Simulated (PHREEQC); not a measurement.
A column of 0.1 m (40 cells, dispersivity 0.008 m, 720 s a shift, diffusion coefficient 3e-10 m²/s) holds 0.32 eq of the database's cation exchanger X per kg of pore water, first in equilibrium with 9.3 mmol/kgw LiCl, 0.42 mmol/kgw KCl and 0.01 mmol/kgw HCl. It is flushed with 0.047 mol/kgw ZnSO4, 0.095 mol/kgw Na2SO4 and 1e-05 mol/kgw HCl, at 40 °C. Values are for the last cell. The system is closed to CO2. Nothing may precipitate in this run.

The series has 34 steps of pore volumes, from 0 to 4.963.

All values are PHREEQC results (ion-association model, phreeqc.dat), not measurements.

Task: After how many pore volumes does Na at the outlet first reach half of its feed value?

Result: By 1.7 pore volumes.

Task: After how many pore volumes does S at the outlet first reach half of its feed value?

Result: By 1.1 pore volumes.

Task: After how many pore volumes does Zn at the outlet first reach half of its feed value?

Result: By 2.7 pore volumes.

Away from 25 °C the constants follow the database's enthalpies or fits; those with neither stay at their 25 °C values.
